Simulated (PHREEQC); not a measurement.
## Brine: an equilibrium model

A solution holds 0.99 mol/kgw H2SO4 and 0.95 mol/kgw MgSO4, at 15 °C. Closed to the air; pH follows from the charge balance.

Computed with PHREEQC (Pitzer model, pitzer.dat).

This is a speciation only: nothing precipitates in the calculation.

What pH does the model give?

pH -0.12.

In which forms is S present?

HSO4- 54 %, SO4-2 46 % of the S.

Species that the database lacks are ignored. In brines, pH and single-ion activities rest on the MacInnes convention.
